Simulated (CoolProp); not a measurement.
Vapour-liquid equilibrium of 1-butene (1) + acetone (2) at 313.7 K; x and y are mole fractions of (1).

Computed with CoolProp (multi-fluid Helmholtz-energy mixture model, Lemmon 2005 and Lemmon 2006; pair parameters Bell 2016).

Task: Give the bubble pressure and the first vapour's composition at x = 0.15, 0.65, 0.95. Is there an azeotrope?

Result: x = 0.15: 1.966 bar, y = 0.731; x = 0.65: 3.836 bar, y = 0.904; x = 0.95: 4.512 bar, y = 0.977. No azeotrope shows between x = 0.05 and 0.95.

The pair parameters rest on a limited set of measurements; away from them the model extrapolates. With so large a gap from Raoult's law the liquid may split in two, which this calculation doesn't test in full.
